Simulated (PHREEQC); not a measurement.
Synthetic water in mg/kgw, 45 °C, pH 6.95, pe 8.7:

```
constituent         mg/kgw
------------------  ------
Na                    2400
K                     6.42
Ca                    5.28
Mg                     123
Cl                    3670
S(6) as SO4            499
Alkalinity as HCO3    17.2
Ni                    6.36
B                     2.62
```

Valence states are taken as typed.

Equilibrium calculation in PHREEQC: ion-association model, wateq4f.dat.

Each row changes one thing in this solution. This is a speciation only: nothing precipitates in the calculation.

| case | Mg+2 (mol/kgw) | SO4-2 (mol/kgw) | MgSO4 (mol/kgw) | NaSO4- (mol/kgw) | HCO3- (mol/kgw) | Ca+2 (mol/kgw) | SI of Magnesite (MgCO3) | SI of Gypsum (CaSO4:2H2O) |
|---|---|---|---|---|---|---|---|---|
| as made | 0.00431 | 0.00370 | 0.000746 | 0.000726 | 0.000227 | 0.000119 | -1.48 | -2.67 |
| K from 6.42 to 12.8 mg/kgw | 0.00431 | 0.00370 | 0.000746 | 0.000726 | 0.000227 | 0.000119 | -1.48 | -2.67 |
| temperature from 45 to 35 °C at the same typed pH | 0.00441 | 0.00381 | 0.000644 | 0.000718 | 0.000231 | 0.000120 | -1.65 | -2.66 |
| all concentrations times 4 at the same typed pH | 0.0165 | 0.0116 | 0.00366 | 0.00548 | 0.000745 | 0.000467 | -0.56 | -1.97 |

In wateq4f.dat the enthalpy of Ni(OH)2 has the wrong sign, so its saturation index can't be trusted away from 25 °C. Away from 25 °C the constants follow the database's enthalpies or fits; those with neither stay at their 25 °C values. The database's nickel carbonate constants are estimates that later reviews lower a good deal.
